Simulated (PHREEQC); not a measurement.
Buffer: speciation

Dissolve 0.22 mol NH4Cl, 0.0059 mol K2HPO4 and 0.032 mol NaCl per kg of water at 45 °C. Closed to the air; pH follows from the charge balance.

All values are PHREEQC results (ion-association model, wateq4f.dat), not measurements.

Each row changes one thing in this solution. Precipitation was switched off in this run.

| case | pH | ionic strength (mol/kgw) | NH3 (mol/kgw) | SI of Halite (NaCl) |
|---|---|---|---|---|
| as made | 6.86 | 0.265 | 0.00244 | -4.03 |
| NaCl from 0.032 to 0.0352 mol/kgw | 6.86 | 0.268 | 0.00243 | -3.98 |
| NH4Cl replaced by (NH4)2SO4 at the same molality | (withheld) | 0.488 | 0.00268 | (withheld) |
| temperature from 45 to 5 °C | 7.61 | 0.268 | (withheld) | -3.92 |
| K2HPO4 replaced by KHCO3 at the same molality | 6.62 | 0.256 | 0.00142 | -4.02 |
| K2HPO4 left out | (withheld) | 0.252 | 2.09e-5 | -4.02 |

Problem. What belongs in the gaps?

Solution. 
- NH4Cl replaced by (NH4)2SO4 at the same molality, pH: 6.71
- NH4Cl replaced by (NH4)2SO4 at the same molality, SI of Halite (NaCl): -5.02
- temperature from 45 to 5 °C, NH3 (mol/kgw): 0.000832
- K2HPO4 left out, pH: 4.79

H3PO4, which wateq4f.dat lacks, is added to it with the constant of phreeqc.dat. Away from 25 °C the constants follow the database's enthalpies or fits; those with neither stay at their 25 °C values.
